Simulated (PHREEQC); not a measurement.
Dissolve 0.043 mol/kgw HF and 0.0003 mol/kgw (CH3)4NF at 25 °C. Closed to the air; pH follows from the charge balance.

All values are PHREEQC results (ion-association model, phreeqc.dat), not measurements.

Precipitation was switched off in this run.

Problem. Order these F species by the share of F that they hold, largest first: HF2-, HF, F-.

Solution. HF (85 %), F- (12 %), HF2- (3.3 %)

The pH is 2.29 and the ionic strength 0.00587 mol/kgw. (CH3)4N+ isn't in the database: it is added as a free cation with an ion size of 4 Å.
